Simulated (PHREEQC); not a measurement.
Consider water at 20 °C with 4 mmol/kgw KHF2. Closed to the air; pH follows from the charge balance.

All values are PHREEQC results (ion-association model, wateq4f.dat), not measurements.

```csv
quantity,before,after
pH,3.25,3.33
ionic strength (mol/kgw),0.00460,0.00249
```

**Question.** What was changed between the two runs?
(A) diluted 10-fold with water
(B) KHF2 from 0.004 to 0.002 mol/kgw
(C) KHF2 replaced by KOH at the same molality
(D) KHF2 replaced by NH4F at the same molality
(E) KHF2 from 0.004 to 0.008 mol/kgw

**Answer.** B, KHF2 from 0.004 to 0.002 mol/kgw

No solid was allowed to form.
